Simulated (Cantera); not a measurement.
A Cantera script and what it prints.

```python
import numpy as np
import cantera as ct

gas_names = """
    C CH CH2 CH3 CH2OH CH3O CH4 CH3OH CO CO2 COOH C2 C2H CHCO,ketyl C2H2,acetylene C2H2,vinylidene
    CH2CO,ketene C2H3,vinyl CH3CO,acetyl C2H4 C2H4O,ethylen CH3CHO,ethanal CH3COOH (HCOOH)2 C2H5 C2H6
    CH3OCH3 C2H5OH C2O C3 C3H3,propargyl C3H4,allene C3H4,propyne C3H4,cyclo- C3H5,allyl C3H6,propylene
    C3H6,cyclo- C3H6O C3H7,n-propyl C3H7,i-propyl C3H8 C3H8O,1propanol C3H8O,2propanol C3O2 C4 C4H2
    C4H4,1,3-cyclo- C4H6,butadiene C4H6,2-butyne C4H6,cyclo- C4H8,1-butene C4H8,cis2-buten
    C4H8,tr2-butene C4H8,isobutene C4H8,cyclo- (CH3COOH)2 C4H9,n-butyl C4H9,i-butyl C4H9,s-butyl
    C4H9,t-butyl C4H10,isobutane C4H10,n-butane C5 C5H6,1,3cyclo- C5H8,cyclo- C5H10,1-pentene
    C5H10,cyclo- C5H11,pentyl C5H11,t-pentyl C5H12,n-pentane C5H12,i-pentane CH3C(CH3)2CH3 C6H2
    C6H5,phenyl C6H5O,phenoxy C6H6 C6H5OH,phenol C6H10,cyclo- C6H12,1-hexene C6H12,cyclo- C6H13,n-hexyl
    C7H7,benzyl C7H8 C7H8O,cresol C7H14,1-heptene C7H15,n-heptyl C7H16,n-heptane C8H8,styrene
    C8H10,ethylbenz C8H16,1-octene C8H17,n-octyl C8H18,isooctane C8H18,n-octane C9H19,n-nonyl
    C10H8,naphthale C10H21,n-decyl C12H9,o-bipheny C12H10,bipheny Ca CaO CaOH CaO2H2 Ca2 H HCO HO2 H2
    HCHO,formaldehy HCOOH H2O H2O2 O OH O2 O3
""".split()
cond_names = """
    C(gr) C6H6(L) C7H8(L) C8H18(L),n-octa Ca(a) Ca(b) Ca(L) CaCO3(caL) CaO(s) CaO(L) CaO2H2(s) H2O(s)
    H2O(L)
""".split()


def load(file, names, dense=False):
    # The tables refer to 1 bar. Condensed volumes are neglected.
    table = {s.name: s for s in ct.Species.list_from_file(file)}
    out = []
    for n in names:
        d = dict(table[n].input_data)
        d["thermo"] = dict(d["thermo"], **{"reference-pressure": 1e5})
        if dense:
            d["equation-of-state"] = {"model": "constant-volume", "density": "1e6 g/cm^3"}
        out.append(ct.Species.from_dict(d))
    return out


gas = ct.Solution(thermo="ideal-gas", species=load("nasa_gas.yaml", gas_names))
cond = {s.name: ct.Solution(thermo="fixed-stoichiometry", species=[s], name=s.name)
        for s in load("nasa_condensed.yaml", cond_names, dense=True)}
atoms = {
    'Ca(OH)2': {'Ca': 1, 'O': 2, 'H': 2},
    'CO2': {'C': 1, 'O': 2},
}
top_T = {'C(gr)': 4500}  # K; cautious upper limits of use, not melting points


def equilibrate(T, P, feed):
    n = {}
    for name, mol in feed.items():
        for a, k in atoms[name].items():
            n[a] = n.get(a, 0.0) + k * mol
    gas.TPX = T, P, n
    mass = sum(n.values()) * gas.mean_molecular_weight
    gas.equilibrate("TP")
    valid = [c for c in cond.values() if c.min_temp <= T <= top_T.get(c.name, c.max_temp)]
    mix = ct.Mixture([(gas, mass / gas.mean_molecular_weight)] + [(c, 0.0) for c in valid])
    mix.T, mix.P = T, P
    mix.equilibrate("TP", solver="vcs", rtol=1e-11, max_steps=5000)
    return mix


results = []
feed = {'Ca(OH)2': 1, 'CO2': 0.018}  # mol
T = 948.15  # K
P = 100000  # Pa
mix = equilibrate(T, P, feed)
results.append((T, P, feed, dict(zip(mix.species_names, mix.species_moles))))
x = sorted(zip(gas.X, gas.species_names), reverse=True)
print(f"T = {T:g} K  P = {P:g} Pa  gas = {mix.phase_moles(0):.4g} mol")
print("   x: " + "  ".join(f"{s} {v:.3e}" for v, s in x if v > 1e-05))
print("   condensed (mol): " + ("  ".join(f"{mix.phase(i).name} {mix.phase_moles(i):.4g}"
      for i in range(1, mix.n_phases) if mix.phase_moles(i) > 1e-12) or "none"))
```

It prints:

```
T = 948.15 K  P = 100000 Pa  gas = 1.018 mol
   x: H2O 9.823e-01  CO2 1.768e-02
   condensed (mol): CaO(s) 1
```

Cantera equilibrium calculation (NASA polynomials, part measured and part estimated; ideal gas, pure solids and liquids).
